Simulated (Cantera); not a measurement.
Input: 1 mol SiCl₄, 0.17 mol C₃H₈, 2.5 mol H₂, 0.047 mol HCl, at 0.110 bar.

Equilibrium computed with Cantera from the NASA thermochemical tables; the gas is ideal and each condensed phase is pure. Candidate condensed phases: C, C₆H₆, C₇H₈, C₈H₁₈, Si, SiC; 109 gas species. The tables' values for SiCl, SiCl₃ are old estimates; treat these amounts as uncertain. Gases not in the tables: Si₂H₆ and higher silanes. Rates play no part.

log p: log10 of the partial pressure in bar; n: condensed amount in mol.

| T (K) | log p HCl | log p H₂ | log p SiCl₂ | log p H | log p Cl | log p Si | log p SiCl | log p SiCl₃ | n C(graphite) | n SiC(s) |
|---|---|---|---|---|---|---|---|---|---|---|
| 1848 | -1.20 | -1.44 | -2.04 | -3.99 | -3.88 | -6.73 | -5.40 | -2.91 | 0.0151 | (withheld) |
| 1923 | -1.22 | -1.43 | -1.98 | -3.74 | -3.65 | -6.16 | -5.02 | -3.00 | 0.0630 | (withheld) |
| 1998 | -1.23 | -1.42 | -1.93 | -3.50 | -3.45 | -5.64 | -4.68 | -3.09 | 0.110 | (withheld) |
| 2073 | -1.25 | -1.41 | -1.89 | -3.29 | -3.25 | -5.15 | -4.37 | -3.18 | 0.156 | (withheld) |
| 2148 | -1.27 | -1.40 | -1.86 | -3.08 | -3.08 | -4.70 | -4.08 | -3.27 | 0.198 | (withheld) |
| 2223 | -1.28 | -1.40 | -1.83 | -2.89 | -2.92 | -4.28 | -3.81 | -3.36 | 0.238 | (withheld) |
| 2298 | -1.30 | -1.40 | -1.81 | -2.72 | -2.77 | -3.88 | -3.56 | -3.45 | 0.277 | (withheld) |
| 2373 | -1.33 | -1.40 | -1.80 | -2.55 | -2.63 | -3.52 | -3.33 | -3.54 | 0.316 | (withheld) |
| 2448 | -1.35 | -1.40 | -1.79 | -2.40 | -2.50 | -3.17 | -3.12 | -3.64 | 0.360 | (withheld) |
| 2523 | -1.38 | -1.41 | -1.80 | -2.26 | -2.38 | -2.86 | -2.93 | -3.74 | 0.411 | 0 |
| 2598 | -1.38 | -1.44 | -1.85 | -2.14 | -2.24 | -2.68 | -2.84 | -3.85 | 0.357 | 0 |

Problem. What belongs in the gaps?

Solution. 
- 1848, n SiC(s): 0.494
- 1923, n SiC(s): 0.445
- 1998, n SiC(s): 0.397
- 2073, n SiC(s): 0.350
- 2148, n SiC(s): 0.304
- 2223, n SiC(s): 0.260
- 2298, n SiC(s): 0.214
- 2373, n SiC(s): 0.163
- 2448, n SiC(s): 0.0955
